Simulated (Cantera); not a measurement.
A closed system holds: 1 mol Si3N4, 3.1 mol H2O, 150 mol N2, 0.041 mol O2, equilibrated at 1502 °C.

Equilibrium computed with Cantera from the NASA thermochemical tables; the gas is ideal and each condensed phase is pure. Candidate condensed phases: H2O, Si, SiO2, Si2N2O, Si3N4; 35 gas species. Mutual solubility and eutectic melting of coexisting phases are not modelled. The tables hold silica as quartz up to 1696 K and as liquid above; real silica turns to tridymite and cristobalite and melts near 1996 K. The numbers say what is thermodynamically allowed, not how fast it happens.

Question: Which condensed phases are stable at each of these points (P (Pa)): 0.100, 2.50, 63, 1600, 40000, 1000000?

Answer: 
```tsv
P (Pa)	condensed phases	Si condensed (%)
0.100	gas only	0.0
2.50	gas only	0.0
63	gas only	0.0
1600	SiO2(condensed)	5.6
40000	SiO2(condensed) + Si2N2O(s)	80.8
1000000	SiO2(condensed) + Si2N2O(s)	99.7
```

From 0.100 Pa to 63.0 Pa nothing is condensed. At 16.0 mbar the condensed part is SiO2(condensed). From 0.400 bar to 10.0 bar the condensed part is SiO2(condensed) + Si2N2O(s).
